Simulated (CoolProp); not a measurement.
Computed with CoolProp (reference Helmholtz-energy equation of state, Smukala 2000).

**Question.** For ethylene, give the phase and the Z, cv (kJ/(kg K)), expansivity (1/kK) at 284.1 K and 119 bar; 291.9 K and 119 bar; 299.8 K and 119 bar.

**Answer.** 
- 284.1 K and 119 bar: supercritical; Z 0.363, cv 1.42, expansivity 6.23
- 291.9 K and 119 bar: supercritical; Z 0.372, cv 1.44, expansivity 7.23
- 299.8 K and 119 bar: supercritical; Z 0.385, cv 1.47, expansivity 8.54
